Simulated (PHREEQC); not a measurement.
Model water analysis in mg/kgw, 25 °C, pH 7.28, pe 11.7: Na 271; K 109; Ca 69.1; Mg 43.7; Cl 425; S(6) as SO4 242; Alkalinity as HCO3 272; Cd 7.76; O(0) (dissolved oxygen) 0.431; F 2.62; Si as SiO2 0.483.

Valence states are taken as typed.

Computed with PHREEQC (ion-association model, phreeqc.dat).

No solid was allowed to form.

Question: Order these Cd species by the share of Cd that they hold, largest first: CdCl+, Cd+2, CdCl2, CdHCO3+, CdSO4.

Answer: Cd+2 (53 %), CdCl+ (32 %), CdSO4 (9.1 %), CdHCO3+ (3.9 %), CdCl2 (1.2 %)

Question: Order these S species by the share of S that they hold, largest first: NaSO4-, SO4-2, KSO4-, CaSO4, MgSO4.

Answer: SO4-2 (81 %), MgSO4 (8.9 %), CaSO4 (6.6 %), NaSO4- (2.6 %), KSO4- (0.85 %)

The pH is 7.28 and the ionic strength 0.0258 mol/kgw. Examples of supersaturated solids here: Otavite. Others may be too. SiF6-2 is the database's only silicon fluoride.
